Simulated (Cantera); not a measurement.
Source: NASA polynomial tables (part measured, part estimated), evaluated in Cantera. Values are per mole of reaction as written; species without (g) are pure solids or liquids, kept so even where they would boil at 1 bar.

4 Al + O2(g) → 2 Al2O(g), with ΔH° = -290.4 kJ and ΔS° = 186.2 J/K at 300 K.

Task: How far is the shortcut ΔG° ≈ ΔH°(300 K) − T·ΔS°(300 K) from the full temperature-dependent value at 350, 425, 500, 575, 650, 725, 800, 875 K?

Result: 
```csv
T (K),shortcut (kJ),full (kJ),difference (kJ),difference in log10 K
350,-355.6,-355.5,-0.1,0.01
425,-369.5,-369.0,-0.5,0.06
500,-383.5,-382.2,-1.3,0.13
575,-397.5,-395.2,-2.3,0.21
650,-411.4,-407.8,-3.6,0.29
725,-425.4,-420.3,-5.1,0.37
800,-439.4,-432.4,-6.9,0.45
875,-453.3,-444.3,-9.0,0.54
```
The shortcut ignores the heat-capacity change of the reaction.
